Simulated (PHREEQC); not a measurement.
PHREEQC input (ion-association model, wateq4f.dat):

```
SOLUTION_MASTER_SPECIES
  An  An-  0  An  62.0  # stands for a non-complexing anion
SOLUTION_SPECIES
  An- = An-
    -log_k 0
    -gamma 3.0 0
PHASES
  Fix_H+
    H+ = H+
    -log_k 0
SOLUTION 1
  temp 25
  units mmol/kgw
  pH 7 charge
  Cl 0.06
  Pb 0.03
  S(6) 0.00069
  Na 300.001
  An 300
END
SELECTED_OUTPUT 1
  -reset false
  -pH true
  -pe true
  -ionic_strength true
  -water true
  -totals Cl Na Pb S S(-2) S(6)
  -molalities Hfo_wOH Hfo_wOH2+ Hfo_wO- Hfo_sOH Hfo_sOH2+ Hfo_sO- Hfo_wSO4- Hfo_wOHSO4-2 Hfo_sOPb+ Hfo_wOPb+
  -saturation_indices Pb(OH)2 Anglesite Cotunnite Laurionite Larnakite Halite Mirabilite
USER_PUNCH 1
  -headings sigma psi
  10 PUNCH EDL("sigma", "Hfo"), EDL("psi", "Hfo")
PRINT
  -reset false
USE solution 1
SURFACE 1
  Hfo_wOH 4.04494e-05 600 0.018
  Hfo_sOH 1.01124e-06
EQUILIBRIUM_PHASES 1
  Fix_H+ -3 HAn 10
    -force_equality true
  O2(g) -0.68 10
END
# ... the last block is repeated for the other 16 points of pH, with NaOH or the acid as the point needs
```

Selected output (columns that matter, 17 of 17 rows; pH added in front):

```
pH	mu	Na	Pb	S	m_Hfo_wOH	m_Hfo_wOH2+	si_Pb(OH)2	si_Anglesite	si_Cotunnite	si_Larnakite	si_Halite	si_Mirabilite	sigma	psi
3	0.30139	0.3	2.998e-05	5.0008e-07	2.6695e-07	3.9992e-05	-7.221	-4.3245	-9.0703	-10.901	-6.6341	-7.3091	0.36457	0.12508
3.38	0.30064	0.3	2.9898e-05	5.0105e-07	6.2498e-07	3.9635e-05	-6.462	-4.3182	-9.0711	-10.136	-6.6339	-7.3015	0.36129	0.12469
3.75	0.30034	0.3	2.962e-05	5.0765e-07	1.3856e-06	3.8879e-05	-5.7261	-4.3138	-9.075	-9.3954	-6.6338	-7.293	0.35447	0.12375
4.12	0.3002	0.3	2.9228e-05	5.2236e-07	2.8965e-06	3.7374e-05	-4.9918	-4.306	-9.0808	-8.6534	-6.6338	-7.2793	0.34111	0.12182
4.5	0.30015	0.3	2.9017e-05	5.4919e-07	5.5903e-06	3.4668e-05	-4.235	-4.287	-9.084	-7.8775	-6.6338	-7.2571	0.31723	0.11816
4.88	0.30012	0.3	2.885e-05	5.8671e-07	9.4587e-06	3.067e-05	-3.4777	-4.2607	-9.0866	-7.0939	-6.6337	-7.2281	0.28251	0.11234
5.25	0.30011	0.3	2.8311e-05	6.2474e-07	1.3817e-05	2.5716e-05	-2.7462	-4.2418	-9.0951	-6.3436	-6.6337	-7.2008	0.24247	0.10472
5.62	0.3001	0.3	2.6339e-05	6.5356e-07	1.7771e-05	1.9623e-05	-2.0384	-4.2543	-9.1272	-5.6482	-6.6337	-7.1811	0.20421	0.096244
6	0.30008	0.3	2.1409e-05	6.6938e-07	2.0034e-05	1.2052e-05	-1.3703	-4.3358	-9.2191	-5.0616	-6.6337	-7.1706	0.1773	0.089368
6.38	0.30007	0.30001	1.514e-05	6.7577e-07	1.9521e-05	5.4683e-06	-0.7653	-4.4866	-9.3741	-4.6075	-6.6336	-7.1664	0.16713	0.086525
6.75	0.30006	0.30002	1.0315e-05	6.7904e-07	1.6613e-05	2.017e-06	-0.2024	-4.6615	-9.5511	-4.2194	-6.6336	-7.1642	0.16571	0.086116
7.12	0.30006	0.30003	7.0478e-06	6.8246e-07	1.2479e-05	6.6614e-07	0.3488	-4.8481	-9.7399	-3.8549	-6.6336	-7.1619	0.16304	0.08534
7.5	0.30006	0.30004	4.9581e-06	6.8583e-07	8.354e-06	2.0348e-07	0.9033	-5.0514	-9.9453	-3.5036	-6.6336	-7.1598	0.15528	0.083018
7.88	0.30006	0.30004	3.8724e-06	6.8807e-07	5.1662e-06	6.051e-08	1.4492	-5.2641	-10.159	-3.1704	-6.6335	-7.1583	0.14367	0.079348
8.25	0.30006	0.30004	3.5509e-06	6.8919e-07	3.0994e-06	1.8505e-08	1.9693	-5.4833	-10.379	-2.8696	-6.6335	-7.1576	0.1302	0.074773
8.62	0.30006	0.30005	3.771e-06	6.8969e-07	1.8542e-06	5.8901e-09	2.4627	-5.7296	-10.626	-2.6225	-6.6335	-7.1573	0.11492	0.069096
9	0.30007	0.30006	4.4132e-06	6.8989e-07	1.1381e-06	2.0139e-09	2.9176	-6.0346	-10.931	-2.4726	-6.6335	-7.1571	0.096984	0.061649
```

Along this series the solution becomes supersaturated in solids that the run did not let form, among them Pb(OH)2. The oxide is taken as insoluble; below pH 4 it would dissolve.
